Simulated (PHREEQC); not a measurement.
Consider water at 25 °C with 0.0017 mol/kgw CdCl2, 0.001 mol/kgw NaCl and 0.032 mol/kgw FeSO4. Closed to the air; pH follows from the charge balance.

Model: ion-association model, wateq4f.dat, run in PHREEQC.

```json
{
  "pH": "5.90",
  "ionic_strength": "0.0845 mol/kgw"
}
```

| species | molality | activity | log γ |
|---|---|---|---|
| Fe+2 | 0.0204 | 0.00858 | -0.377 |
| SO4-2 | 0.0195 | 0.00768 | -0.405 |
| FeSO4 | 0.0115 | 0.0117 | 0.008 |
| Cl- | 0.00423 | 0.00328 | -0.110 |
| Na+ | 0.000963 | 0.000763 | -0.101 |
| Cd+2 | 0.000775 | 0.000303 | -0.408 |
| CdSO4 | 0.000659 | 0.000672 | 0.008 |
| Cd(SO4)2-2 | 0.000145 | 5.66e-5 | -0.408 |
| CdCl+ | 0.000120 | 9.51e-5 | -0.102 |

Precipitation was switched off in this run.
